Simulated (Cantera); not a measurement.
An isothermal, constant-pressure homogeneous reactor starts with CH4 : N2 = 1 : 15 (molar parts), at 1800 K and 14.3 Torr.

Detailed kinetics in Cantera: GRI-Mech 3.0 (53 species, 325 reactions). GRI-Mech 3.0 stops at C3 and has no aromatics, soot or wall deposition, so with more carbon than oxygen in the feed, carbon stays in small species such as C2H2 where larger ones or solid carbon would form. Radical loss at walls, strong at low pressure, is not modelled.

Task: Predict: x(CH4) at 4.00 s; x(C2H) at 4.00 s; x(H) at 4.00 s; x(C2H4) at 4.00 s; x(HCN) at 4.00 s.

Result: 
```json
{
  "x(CH4) at 4.00 s": "4.40e-5 (gas-phase equilibrium 2.29e-6)",
  "x(C2H) at 4.00 s": "2.21e-6 (gas-phase equilibrium 4.99e-7)",
  "x(H) at 4.00 s": "0.000754 (gas-phase equilibrium 0.000775)",
  "x(C2H4) at 4.00 s": "1.15e-6 (gas-phase equilibrium 2.50e-7)",
  "x(HCN) at 4.00 s": "5.77e-5 (gas-phase equilibrium 0.0459)"
}
```
